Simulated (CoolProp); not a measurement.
Vapour-liquid equilibrium of 1-butene (1) + n-butane (2) at 0.246 bar; x and y are mole fractions of (1).

Model: multi-fluid Helmholtz-energy mixture model, Lemmon 2005 and Bücker 2006; pair parameters Bell 2016, in CoolProp.

```json
[
 {"x": "0.05", "bubble temperature, mixture model (K)": "240.1", "bubble temperature, Raoult's law (K)": "240.1", "y, mixture model": "0.064", "y, Raoult's law": "0.064"},
 {"x": "0.15", "bubble temperature, mixture model (K)": "239.5", "bubble temperature, Raoult's law (K)": "239.6", "y, mixture model": "0.189", "y, Raoult's law": "0.185"},
 {"x": "0.25", "bubble temperature, mixture model (K)": "238.9", "bubble temperature, Raoult's law (K)": "239.0", "y, mixture model": "0.306", "y, Raoult's law": "0.301"},
 {"x": "0.35", "bubble temperature, mixture model (K)": "238.3", "bubble temperature, Raoult's law (K)": "238.5", "y, mixture model": "0.416", "y, Raoult's law": "0.410"},
 {"x": "0.45", "bubble temperature, mixture model (K)": "237.8", "bubble temperature, Raoult's law (K)": "238.0", "y, mixture model": "0.518", "y, Raoult's law": "0.514"},
 {"x": "0.55", "bubble temperature, mixture model (K)": "237.2", "bubble temperature, Raoult's law (K)": "237.5", "y, mixture model": "0.614", "y, Raoult's law": "0.612"},
 {"x": "0.65", "bubble temperature, mixture model (K)": "236.8", "bubble temperature, Raoult's law (K)": "237.0", "y, mixture model": "0.705", "y, Raoult's law": "0.706"},
 {"x": "0.75", "bubble temperature, mixture model (K)": "236.3", "bubble temperature, Raoult's law (K)": "236.6", "y, mixture model": "0.791", "y, Raoult's law": "0.795"},
 {"x": "0.85", "bubble temperature, mixture model (K)": "235.9", "bubble temperature, Raoult's law (K)": "236.1", "y, mixture model": "0.875", "y, Raoult's law": "0.880"},
 {"x": "0.95", "bubble temperature, mixture model (K)": "235.6", "bubble temperature, Raoult's law (K)": "235.6", "y, mixture model": "0.958", "y, Raoult's law": "0.961"}
]
```

The largest gap from Raoult's law is -0.3 K in bubble temperature, at x = 0.55. No azeotrope shows between x = 0.05 and 0.95.

The pair parameters rest on a limited set of measurements; away from them the model extrapolates.
